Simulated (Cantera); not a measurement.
A perfectly stirred reactor is fed with N2O : H2 : N2 = 1 : 0.02 : 3.2 (molar parts), at 160000 Pa; it is held at 1448 K, and followed from long to short residence time.

Computed with Cantera and GRI-Mech 3.0 (53 species, 325 reactions). GRI-Mech 3.0 was tuned for natural gas; its chemistry of N2O as a main component is partial and can be far from experiment. The temperature is held fixed by assumption; the heat of reaction is taken as removed at once.

Q: What does this change do: N2 3.2 to 6.1 parts?

A: 
```csv
quantity,before,after
x(N2O) at τ = 2.50 s,0.00323,0.00201
x(H2) at τ = 2.50 s,1.36e-6,1.07e-6
x(NO2) at τ = 2.50 s,0.000101,6.01e-5
x(OH) at τ = 2.50 s,2.40e-5,1.88e-5
x(H2O2) at τ = 2.50 s,2.40e-9,1.50e-9
x(N2O) at τ = 9.10 ms,0.163,0.0979
x(H2) at τ = 9.10 ms,0.000117,8.49e-5
x(NO2) at τ = 9.10 ms,0.000155,7.92e-5
x(OH) at τ = 9.10 ms,7.01e-5,5.56e-5
x(H2O2) at τ = 9.10 ms,1.68e-8,1.11e-8
```

Q: What does this change do: H2 0.02 to 0.011 parts?

A: 
| quantity | before | after |
|---|---|---|
| x(N2O) at τ = 2.50 s | 0.00323 | 0.00327 |
| x(H2) at τ = 2.50 s | 1.36e-6 | 9.60e-7 |
| x(NO2) at τ = 2.50 s | 0.000101 | 0.000104 |
| x(OH) at τ = 2.50 s | 2.40e-5 | 1.78e-5 |
| x(H2O2) at τ = 2.50 s | 2.40e-9 | 1.36e-9 |
| x(N2O) at τ = 9.10 ms | 0.163 | 0.165 |
| x(H2) at τ = 9.10 ms | 0.000117 | 7.91e-5 |
| x(NO2) at τ = 9.10 ms | 0.000155 | 0.000159 |
| x(OH) at τ = 9.10 ms | 7.01e-5 | 5.39e-5 |
| x(H2O2) at τ = 9.10 ms | 1.68e-8 | 1.05e-8 |
